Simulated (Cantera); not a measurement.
## Premixed flame

A freely propagating, adiabatic, planar premixed flame of 37.1 % H2, 13.2 % O2, 49.7 % N2, equivalence ratio 1.4, unburnt at 450 K and 100.0 Torr; mixture-averaged transport, grid criteria slope 0.08 and curve 0.16, no radiation.

Detailed kinetics in Cantera: the H2/O2 subset of GRI-Mech 3.0, which has no nitrogen chemistry. Burning velocities carry a grid error of a few per cent, more on coarse grids.

```tsv
z (mm)	T (K)	u (m/s)	x H2	x O2	x OH	x H	x H2O2	x HO2
-17.2	450	4.25	0.371	0.132	<1e-8	<1e-8	<1e-8	<1e-8
-11.5	450	4.25	0.371	0.132	<1e-8	<1e-8	<1e-8	<1e-8
-8.60	450	4.25	0.371	0.132	<1e-8	<1e-8	<1e-8	<1e-8
-5.73	450	4.25	0.371	0.132	<1e-8	<1e-8	<1e-8	3.03e-8
-2.87	456	4.30	0.370	0.132	2.60e-5	9.54e-5	1.54e-6	7.29e-5
-1.43	639	5.93	0.342	0.128	0.000462	0.00904	4.90e-6	4.47e-5
0	1082	9.72	0.199	0.0789	0.00245	0.0750	4.47e-7	1.38e-5
1.43	1354	12.0	0.0951	0.0178	0.00592	0.113	5.08e-7	2.92e-6
2.87	1461	12.9	0.0893	0.0109	0.00747	0.107	4.46e-7	1.59e-6
5.73	1584	13.9	0.0949	0.00912	0.00917	0.0931	3.19e-7	1.16e-6
11.5	1723	14.9	0.101	0.00741	0.0107	0.0769	1.84e-7	8.28e-7
22.9	1868	16.0	0.106	0.00554	0.0116	0.0607	9.63e-8	5.66e-7
45.9	2012	17.0	0.110	0.00371	0.0115	0.0453	5.01e-8	3.75e-7
```
x: mole fraction of selected species; z is measured from the peak of heat release.

```json
{
 "laminar_burning_velocity": "425 cm/s",
 "thermal_thickness": "5.73 mm",
 "peak x(OH)": "0.0117",
 "peak x(H)": "0.113",
 "peak x(H2O2)": "6.80e-6",
 "peak x(HO2)": "8.66e-5"
}
```
